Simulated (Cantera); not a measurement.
## Adiabatic ignition

An adiabatic, constant-volume homogeneous reactor starts with 17.4 % CH4, 17.4 % O2, 65.3 % N2, equivalence ratio 2.0, at 1300 K and 10.0 bar.

Computed with Cantera and GRI-Mech 3.0 (53 species, 325 reactions).

| t (s) | T (K) | P (bar) | x CH4 | x O2 | x NO | x NO2 | x H2 | x CO | x H2O |
|---|---|---|---|---|---|---|---|---|---|
| 2.00e-6 | 1300 | 10.00 | 0.174 | 0.174 | <1e-12 | <1e-12 | 3.36e-9 | <1e-12 | 5.62e-9 |
| 9.02e-6 | 1300 | 10.00 | 0.174 | 0.174 | <1e-12 | <1e-12 | 2.77e-8 | 7.62e-11 | 1.44e-7 |
| 4.07e-5 | 1300 | 10.00 | 0.174 | 0.174 | <1e-12 | <1e-12 | 6.47e-7 | 1.54e-8 | 5.08e-6 |
| 0.000184 | 1300 | 10.0 | 0.173 | 0.174 | <1e-12 | <1e-12 | 1.41e-5 | 2.88e-6 | 8.91e-5 |
| 0.000829 | 1307 | 10.1 | 0.172 | 0.173 | <1e-12 | <1e-12 | 0.000205 | 0.000167 | 0.00102 |
| 0.00374 | 2688 | 24.3 | 3.99e-9 | 5.22e-6 | 0.000131 | 2.39e-9 | 0.162 | 0.132 | 0.131 |
| 0.0169 | 2688 | 24.3 | 3.99e-9 | 5.22e-6 | 0.000131 | 2.38e-9 | 0.162 | 0.132 | 0.131 |
| 0.0762 | 2688 | 24.3 | 3.99e-9 | 5.22e-6 | 0.000131 | 2.38e-9 | 0.162 | 0.132 | 0.131 |
| 0.344 | 2688 | 24.3 | 3.99e-9 | 5.22e-6 | 0.000131 | 2.38e-9 | 0.162 | 0.132 | 0.131 |
| 1.55 | 2688 | 24.3 | 3.99e-9 | 5.22e-6 | 0.000131 | 2.38e-9 | 0.162 | 0.132 | 0.131 |
| 7.00 | 2688 | 24.3 | 3.99e-9 | 5.22e-6 | 0.000131 | 2.38e-9 | 0.162 | 0.132 | 0.131 |
x: mole fraction; the columns are a selection and need not sum to one.

| Quantity | Result |
|---|---|
| time of steepest temperature rise | 1.97 ms |
| temperature at 7.00 s | 2688 K |
| equilibrium temperature | 2688 K |
| x(CH4) at 7.00 s | 3.99e-9 (gas-phase equilibrium 4.46e-9) |
| x(O2) at 7.00 s | 5.22e-6 (gas-phase equilibrium 5.22e-6) |
| x(NO) at 7.00 s | 0.000131 (gas-phase equilibrium 0.000131) |
